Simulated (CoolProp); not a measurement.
Model: reference Helmholtz-energy equation of state, Lemmon 2013, in CoolProp.

Give the vapour pressure (kPa), vapour density (kg/m³), surface tension (mN/m), vapour viscosity (µPa s) of saturated propylene at 246.5, 275.3, 304 K.


```csv
T (K),p (kPa),vapour density (kg/m³),surface tension (mN/m),vapour viscosity (µPa s)
246.5,240,5.28,13.8,6.95
275.3,622,13.1,9.89,7.90
304,1330,28.3,6.23,9.22
```

Viscosity comes from a separate model (Huber 2003), an estimate that may be off by 10 % or more. Surface tension comes from a separate correlation (Mulero 2012).
